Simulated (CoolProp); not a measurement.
Computed with CoolProp (reference Helmholtz-energy equation of state, Lemmon 2013).

For propylene, give the phase and the Z, cp (kJ/(kg K)), isothermal compressibility (1/MPa), fugacity coefficient at -9.35 °C and 5060 kPa.


- -9.35 °C and 5060 kPa: liquid; Z 0.171, cp 2.33, isothermal compressibility 0.00289, fugacity coefficient 0.0920
